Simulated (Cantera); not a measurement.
A freely propagating, adiabatic, planar premixed flame of 7.61 % CH4, 0.731 % H2, 19.3 % O2, 72.4 % N2, equivalence ratio 0.81, unburnt at 700 K and 4.93 atm; multicomponent transport, grid criteria slope 0.08 and curve 0.16, no radiation.

Detailed kinetics in Cantera: GRI-Mech 3.0 (53 species, 325 reactions). Burning velocities carry a grid error of a few per cent, more on coarse grids.

x: mole fraction of selected species; z is measured from the peak of heat release.

| z (mm) | T (K) | u (m/s) | x CH4 | x H2 | x O2 | x C2H2 | x H2O2 | x NO2 |
|---|---|---|---|---|---|---|---|---|
| -0.291 | 701 | 0.917 | 0.0761 | 0.00756 | 0.193 | <1e-8 | 6.29e-8 | <1e-8 |
| -0.194 | 706 | 0.925 | 0.0757 | 0.00794 | 0.192 | 7.54e-8 | 7.72e-7 | <1e-8 |
| -0.145 | 720 | 0.944 | 0.0748 | 0.00833 | 0.191 | 3.24e-7 | 2.79e-6 | (withheld) |
| -0.0970 | 788 | 1.04 | 0.0706 | 0.00904 | 0.185 | 2.12e-6 | 1.32e-5 | (withheld) |
| -0.0485 | 1126 | 1.49 | 0.0496 | 0.0102 | 0.155 | 1.77e-5 | 4.68e-5 | (withheld) |
| -0.0242 | 1483 | 1.98 | 0.0268 | 0.0107 | 0.119 | 4.55e-5 | 2.23e-5 | (withheld) |
| 0 | 1842 | 2.46 | 0.00571 | 0.00938 | 0.0779 | 6.71e-5 | 2.83e-6 | (withheld) |
| 0.0242 | 2007 | 2.67 | 0.000301 | 0.00611 | 0.0552 | 7.15e-6 | 1.01e-6 | (withheld) |
| 0.0485 | 2077 | 2.76 | 8.92e-6 | 0.00459 | 0.0478 | 1.57e-7 | 7.80e-7 | (withheld) |
| 0.0970 | 2160 | 2.85 | 1.45e-8 | 0.00349 | 0.0428 | <1e-8 | 5.87e-7 | (withheld) |
| 0.194 | 2236 | 2.94 | <1e-8 | 0.00219 | 0.0397 | <1e-8 | 4.20e-7 | (withheld) |
| 0.388 | 2282 | 2.99 | <1e-8 | 0.00122 | 0.0381 | <1e-8 | 3.30e-7 | (withheld) |
| 0.776 | 2299 | 3.01 | <1e-8 | 0.000834 | 0.0375 | <1e-8 | 3.05e-7 | (withheld) |

Task: What belongs in the gaps?

Result: 
- -0.145, x NO2: 2.82e-8
- -0.0970, x NO2: 1.39e-7
- -0.0485, x NO2: 3.12e-7
- -0.0242, x NO2: 1.47e-7
- 0, x NO2: 3.31e-8
- 0.0242, x NO2: 2.18e-8
- 0.0485, x NO2: 2.81e-8
- 0.0970, x NO2: 3.84e-8
- 0.194, x NO2: 5.35e-8
- 0.388, x NO2: 6.55e-8
- 0.776, x NO2: 8.00e-8
